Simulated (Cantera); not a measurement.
Input (Python, Cantera):

```python
import numpy as np
import cantera as ct

gas = ct.Solution("h2o2.yaml")
gas.TPX = 1150, 2000, {'H2': 0.15, 'O2': 1, 'H2O': 0.022}
reactor = ct.IdealGasConstPressureReactor(gas, energy="off", clone=False)
net = ct.ReactorNet([reactor])
net.rtol, net.atol = 1e-08, 1e-18
show = ['H2', 'O2', 'H2O2', 'HO2', 'O', 'H']
times = np.geomspace(3e-05, 20, 13)

steps = ct.SolutionArray(gas, extra=["t"])
rows = []
print(f"{'t/s':>10s}{'T/K':>9s}{'P/Pa':>11s}" + "".join(f"{s:>11s}" for s in show))
for t in times:
    while net.time < t:
        t_next = net.step()
        steps.append(gas.state, t=t_next)
    rows.append([np.interp(t, steps.t, y) for y in (steps.T, steps.P, *steps(*show).X.T)])
    print(f"{t:10.3e}{rows[-1][0]:9.1f}{rows[-1][1]:11.4g}" + "".join(f"{x:11.3e}" for x in rows[-1][2:]))
rate = np.gradient(steps.T, steps.t)
print("integrator steps:", len(steps.t))
if steps.T.max() > steps.T[0] + 200:
    print(f"time of steepest temperature rise: {steps.t[rate.argmax()]:.4e} s")
gas.TPX = 1150, 2000, {'H2': 0.15, 'O2': 1, 'H2O': 0.022}
gas.equilibrate("TP")
print(f"equilibrium (TP): T = {gas.T:.1f} K  " + "  ".join(f"{s} {gas[s].X[0]:.3e}" for s in show))
```

Output:

```
       t/s      T/K       P/Pa         H2         O2       H2O2        HO2          O          H
 3.000e-05   1150.0       2000  1.280e-01  8.532e-01  2.501e-13  1.686e-09  4.711e-10  1.429e-09
 9.172e-05   1150.0       2000  1.280e-01  8.532e-01  2.342e-12  5.180e-09  3.899e-09  5.630e-09
 2.804e-04   1150.0       2000  1.280e-01  8.532e-01  2.240e-11  1.689e-08  9.299e-08  1.047e-07
 8.572e-04   1150.0       2000  1.268e-01  8.525e-01  4.216e-09  3.808e-06  4.078e-04  4.552e-04
 2.621e-03   1150.0       2000  4.500e-03  7.887e-01  3.716e-07  1.268e-05  4.437e-02  2.917e-02
 8.012e-03   1150.0       2000  1.978e-03  8.217e-01  4.502e-07  1.204e-05  1.832e-02  7.653e-03
 2.449e-02   1150.0       2000  3.148e-04  8.397e-01  3.737e-07  6.717e-06  2.846e-03  4.546e-04
 7.489e-02   1150.0       2000  3.211e-05  8.427e-01  1.670e-07  1.706e-06  2.962e-04  1.520e-05
 2.289e-01   1150.0       2000  4.209e-06  8.431e-01  5.821e-08  3.315e-07  4.047e-05  7.698e-07
 6.999e-01   1150.0       2000  7.799e-07  8.432e-01  1.970e-08  7.404e-08  7.783e-06  6.491e-08
 2.140e+00   1150.0       2000  1.834e-07  8.432e-01  6.642e-09  2.055e-08  1.876e-06  7.675e-09
 6.542e+00   1150.0       2000  4.992e-08  8.432e-01  2.239e-09  8.557e-09  5.180e-07  1.113e-09
 2.000e+01   1150.0       2000  1.531e-08  8.432e-01  7.862e-10  7.319e-09  1.601e-07  1.914e-10
integrator steps: 1991
equilibrium (TP): T = 1150.0 K  H2 5.221e-09  O2 8.432e-01  H2O2 3.059e-10  HO2 1.003e-08  O 5.432e-08  H 3.837e-11
```

Computed with Cantera and the H2/O2 subset of GRI-Mech 3.0, which has no nitrogen chemistry. Radical loss at walls, strong at low pressure, is not modelled. The temperature is held fixed by assumption; the heat of reaction is taken as removed at once.
